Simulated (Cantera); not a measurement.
Charge: 1 mol Al, 16 mol HCl, 48 mol H₂, at 0.000350 bar.

Cantera equilibrium calculation (NASA polynomials, part measured and part estimated; ideal gas, pure solids and liquids). Candidate condensed phases: Al, AlCl₃; 12 gas species. Rates play no part.

At 875 K, list the 3 most abundant gas species with their mole fractions, and the condensed phases.

H₂ 0.780, HCl 0.205, AlCl₃ 0.0157. Condensed: gas only.
